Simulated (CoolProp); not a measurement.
Properties of R1132(E) along the isobar 6.5 MPa.

Values from CoolProp's reference Helmholtz-energy equation of state, Akasaka 2024.

```tsv
T (K)	phase	cp (kJ/(kg K))	Joule-Thomson coefficient (K/MPa)
332.3	liquid	2.196	0.7447
338.4	liquid	2.375	1.047
344.6	liquid	2.684	1.531
350.7	supercritical	3.350	2.420
356.9	supercritical	5.863	4.702
363.1	supercritical	6.620	8.482
369.2	supercritical	3.755	9.450
375.4	supercritical	2.732	9.232
381.5	supercritical	2.283	8.802
387.7	supercritical	2.028	8.337
393.8	supercritical	1.870	7.898
400	supercritical	1.759	7.480
```

The peak of cp marks the crossing from liquid-like to gas-like fluid above the critical point.
